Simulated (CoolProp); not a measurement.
Computed with CoolProp (reference Helmholtz-energy equation of state, Wagner 2002).

Q: Give the vapour pressure (kPa), vapour Z, liquid viscosity (µPa s), liquid conductivity (mW/(m K)) of saturated water at 80.95, 99.05 °C.

A: 
| T (°C) | p (kPa) | vapour Z | liquid viscosity (µPa s) | liquid conductivity (mW/(m K)) |
|---|---|---|---|---|
| 80.95 | 49.3 | 0.990 | 350 | 668 |
| 99.05 | 98.0 | 0.985 | 284 | 677 |

Viscosity comes from a separate model (Huber 2009). Thermal conductivity comes from a separate model (Huber 2012).
